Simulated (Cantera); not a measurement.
Feed: 1 mol FeCl₃, 1.6 mol HCl, 0.39 mol H₂, held at 1948.15 K and 130 Pa.

Cantera equilibrium calculation (NASA polynomials, part measured and part estimated; ideal gas, pure solids and liquids). Rates play no part.

| species | before | after |
|---|---|---|
| HCl | 0.603 | 0.704 |
| FeCl₂ | 0.269 | 0.231 |
| FeCl₃ | 2.67e-5 | 0.0633 |
| Cl | 0.104 | 0.000292 |
| H₂ | 0.0185 | 2.00e-8 |
| H | 0.00427 | <1e-9 |
| Fe | 0.00170 | <1e-9 |
| FeCl | 0.000110 | <1e-9 |
| Fe₂Cl₆ | <1e-9 | 1.02e-5 |
| Fe₂Cl₄ | 2.89e-7 | 0.000790 |
| Cl₂ | 3.89e-5 | 0.000733 |
Gas species are given as mole fractions.

Task: Name the change that produced these shifts.
(A) temperature from 1948.15 K to 1750 K
(B) pressure from 130 Pa to 4.20 Pa
(C) temperature from 1948.15 K to 1000 K
(D) temperature from 1948.15 K to 1475 K

Result: C, temperature from 1948.15 K to 1000 K
